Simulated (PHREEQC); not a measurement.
A solution holds 0.0046 mol HNO3 per kg of water, at 25 °C. Closed to the air; pH follows from the charge balance.

The numbers come from PHREEQC with the ion-association model, phreeqc.dat.

This is a speciation only: nothing precipitates in the calculation.

**Question.** Estimate the pH.

**Answer.** pH 2.37.
